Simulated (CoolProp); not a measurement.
Vapour-liquid equilibrium of R1234ze(E) (1) + n-pentane (2) at 285.6 K; x and y are mole fractions of (1).

Computed with CoolProp (multi-fluid Helmholtz-energy mixture model, Thol 2016 and Thol 2019; pair parameters Bell 2016).

```tsv
x	bubble pressure (MPa)	y at the bubble point	dew pressure at overall composition x (MPa)	liquid density (mol/L)
0.05	0.08150	0.501	0.04403	8.846
0.15	0.1463	0.740	0.04906	8.978
0.25	0.1935	0.816	0.05536	9.112
0.35	0.2266	0.853	0.06349	9.251
0.45	0.2499	0.875	0.07438	9.397
0.55	0.2671	0.891	0.08972	9.555
0.65	0.2813	0.906	0.1128	9.727
0.75	0.2950	0.922	0.1513	9.921
0.85	0.3098	0.943	0.2236	10.14
0.95	0.3262	0.976	0.3137	10.40
```

No azeotrope shows between x = 0.05 and 0.95.

Pair parameters are fitted to limited data, so mixtures are less certain than the pure fluids. With so large a gap from Raoult's law the liquid may split in two, which this calculation doesn't test in full.
